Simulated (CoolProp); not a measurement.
Vapour-liquid equilibrium of R1234ze(E) (1) + n-pentane (2) at 315.5 K; x and y are mole fractions of (1).

Computed with CoolProp (multi-fluid Helmholtz-energy mixture model, Thol 2016 and Thol 2019; pair parameters Bell 2016).

```csv
x,bubble pressure (bar),y at the bubble point,dew pressure at overall composition x (bar),liquid density (mol/L)
0.05,2.039,0.398,1.314,8.414
0.125,3.074,0.615,1.424,8.487
0.2,3.936,0.712,1.553,8.560
0.275,4.640,0.766,1.707,8.632
0.35,5.210,0.801,1.895,8.705
0.425,5.675,0.826,2.128,8.780
0.5,6.063,0.846,2.424,8.858
0.575,6.401,0.863,2.812,8.941
0.65,6.710,0.880,3.340,9.032
0.725,7.010,0.898,4.092,9.135
0.8,7.314,0.917,5.193,9.252
0.875,7.628,0.942,6.618,9.388
0.95,7.951,0.973,7.720,9.549
```

No azeotrope shows between x = 0.05 and 0.95.

The pair parameters rest on a limited set of measurements; away from them the model extrapolates.
